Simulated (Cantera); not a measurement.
Input (Python, Cantera) and output of one run.

```python
import numpy as np
import cantera as ct

gas_names = [...]  # 113 gases of nasa_gas.yaml made of C, Cu, H, O
cond_names = """
    C(gr) C6H6(L) C7H8(L) C8H18(L),n-octa Cu(cr) Cu(L) CuO(s) CuO2H2(s) Cu2O(s) Cu2O(L) H2O(s) H2O(L)
""".split()


# ... load() reads the species with a 1 bar reference pressure and builds the phases ...
atoms = {
    'Cu2O': {'Cu': 2, 'O': 1},
    'CH4': {'C': 1, 'H': 4},
    'CO': {'C': 1, 'O': 1},
}
top_T = {'C(gr)': 4500, 'CuO(s)': 1390}  # K; cautious upper limits of use, not melting points


# ... equilibrate(T, P, feed) seeds the gas with the atoms and calls Mixture.equilibrate('TP', solver="vcs", rtol=1e-11, max_steps=5000) ...
results = []
feed = {'Cu2O': 1, 'CH4': 1.1, 'CO': 0.062}  # mol
T = 2248.15  # K
P = 17000  # Pa
mix = equilibrate(T, P, feed)
results.append((T, P, feed, dict(zip(mix.species_names, mix.species_moles))))
print(gas.report(threshold=1e-05))
for i in range(1, mix.n_phases):
    print(f"{mix.phase(i).name:16s} {mix.phase_moles(i):12.5e} mol")
```

Result:

```
       temperature   2248.2 K
          pressure   17000 Pa
           density   0.019118 kg/m^3
  mean mol. weight   21.021 kg/kmol
   phase of matter   gas

                          1 kg             1 kmol
                     ---------------   ---------------
          enthalpy        4.7496e+06         9.984e+07  J
   internal energy        3.8603e+06        8.1147e+07  J
           entropy             11305        2.3764e+05  J/K
    Gibbs function       -2.0666e+07       -4.3441e+08  J
 heat capacity c_p            1562.6             32847  J/K
 heat capacity c_v            1167.1             24533  J/K

                      mass frac. Y      mole frac. X     chem. pot. / RT
                     ---------------   ---------------   ---------------
               CH4          8.62e-06        1.1295e-05           -47.558
                CO            0.3455           0.25929           -37.143
    C2H2,acetylene         0.0021718         0.0017533            -28.31
                Cu           0.59073           0.19541           -8.2365
               Cu2          0.010233         0.0016925           -16.473
                 H        0.00062187          0.012968           -11.134
                H2          0.050721           0.52886           -22.268
     [ +106 minor]        1.4382e-05        1.2017e-05

C(gr)             8.55122e-02 mol
Cu(L)             1.18577e+00 mol
Cu2O(L)           0.00000e+00 mol
```

These are equilibrium values from Cantera (NASA tables, ideal gas, pure condensed phases), not measurements of a reactor.
